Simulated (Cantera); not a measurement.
An isothermal, constant-pressure homogeneous reactor starts with CO : O2 : H2O : N2 = 0.001 : 0.029 : 0.012 : 1 (molar parts), equivalence ratio 0.017, at 1500 K and 1.00 bar.

Computed with Cantera and GRI-Mech 3.0 (53 species, 325 reactions).

One state of this run: x CO = 2.86e-8; x O2 = 0.0274; x H2O = 0.0115; x O = 6.75e-7; x OH = 1.60e-5; x H2 = 1.33e-7. x: mole fraction; the columns are a selection and need not sum to one.

Task: Which value of t (s) does it belong to?
A. 0.632
B. 0.00632
C. 0.0200
D. 0.000200

Result: A, 0.632
